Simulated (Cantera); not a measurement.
Cantera run:

```python
import numpy as np
import cantera as ct

gas_names = """
    C CN CO CO2 C2 CCN CNC C2N2 C2O C3 C3O2 C4 C4N2 C5 N NCO NO NO2 NO3 N2 N2O O O2 O3 Si SiC SiC2 SiN
    SiO SiO2 Si2 Si2C Si2N Si3
""".split()
cond_names = """
    C(gr) Si(cr) Si(L) SiC(b) SiO2(Lqz) SiO2(hqz) SiO2(L) Si2N2O(s) Si3N4(a)
""".split()


# ... load() reads the species with a 1 bar reference pressure and builds the phases ...
atoms = {
    'Si': {'Si': 1},
    'CO2': {'C': 1, 'O': 2},
    'N2': {'N': 2},
}
top_T = {'C(gr)': 4500, 'SiC(b)': 3050, 'Si2N2O(s)': 2100, 'Si3N4(a)': 2400}  # K; cautious upper limits of use, not melting points


# ... equilibrate(T, P, feed) seeds the gas with the atoms and calls Mixture.equilibrate('TP', solver="vcs", rtol=1e-11, max_steps=5000) ...
results = []
feed = {'Si': 1, 'CO2': 0.093, 'N2': 67}  # mol
P = 490  # Pa
for T in [1000, 1050, 1100, 1150, 1200, 1250, 1300, 1350, 1400, 1450, 1500]:
    mix = equilibrate(T, P, feed)
    results.append((T, P, feed, dict(zip(mix.species_names, mix.species_moles))))

top = {s: max(r[3][s] / sum(r[3][g] for g in gas_names) for r in results) for s in gas_names}
cols = sorted((s for s in top if top[s] > 0.001), key=lambda s: -top[s])[:9]
seen = [c for c in cond_names if any(r[3].get(c, 0) > 1e-12 for r in results)]
print("log10 of partial pressures in bar; condensed amounts in mol")
print(f"{'T/K':>10s}" + "".join(f"{s[:9]:>10s}" for s in cols + seen))
for T, P, feed, n in results:
    ng = sum(n[g] for g in gas_names)
    print(f"{T:10.4g}" + "".join(f"{np.log10(max(n[s] / ng * P / 1e5, 1e-99)):10.3f}" for s in cols)
          + "".join(f"{n.get(c, 0):10.4g}" for c in seen))
```

Output:

```
log10 of partial pressures in bar; condensed amounts in mol
       T/K        N2     C(gr)    SiC(b) Si2N2O(s)  Si3N4(a)
      1000    -2.310     0.093         0     0.186    0.2093
      1050    -2.310     0.093         0     0.186    0.2093
      1100    -2.310   0.09299         0     0.186    0.2093
      1150    -2.310   0.09293         0    0.1859    0.2094
      1200    -2.310   0.09272         0    0.1857    0.2095
      1250    -2.310   0.09193         0    0.1849      0.21
      1300    -2.310    0.0894         0    0.1824    0.2117
      1350    -2.310         0   0.08469    0.1777    0.1866
      1400    -2.310         0   0.07942    0.1723    0.1919
      1450    -2.310         0   0.07155     0.164       0.2
      1500    -2.310         0   0.06013    0.1506     0.212
```

Cantera equilibrium calculation (NASA polynomials, part measured and part estimated; ideal gas, pure solids and liquids). N2 is the only nitrogen source here; it is nearly inert below about 1500 K, so the nitride shown seldom forms there in practice. Mutual solubility and eutectic melting of coexisting phases are not modelled.
